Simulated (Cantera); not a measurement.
A closed system holds: 1 mol (CH3)2SiCl2, 1.9 mol CH4, 700 mol H2, equilibrated at 1548 K and 150 Pa.

These are equilibrium values from Cantera (NASA tables, ideal gas, pure condensed phases), not measurements of a reactor. Candidate condensed phases: C, C6H6, C7H8, C8H18, Si, SiC; 109 gas species. The feed counts by its element totals alone. Kinetics and transport are ignored.

Base state: H2 0.996, HCl 0.00282, H 0.000794, C2H2 (acetylene) 1.56e-5 (mole fractions); condensed: C(graphite) + SiC(s).

**Question.** What changes in the equilibrium state with this change: (CH3)2SiCl2 replaced by CH3SiCl3?

**Answer.** 
| species | before | after |
|---|---|---|
| H2 | 0.996 | 0.995 |
| HCl | 0.00282 | 0.00424 |
| H | 0.000794 | 0.000793 |
| C2H2 (acetylene) | 1.56e-5 | 1.56e-5 |
| C(graphite), mol | 2.88 | 1.88 |
| SiC(s), mol | 1.000 | 0.999 |
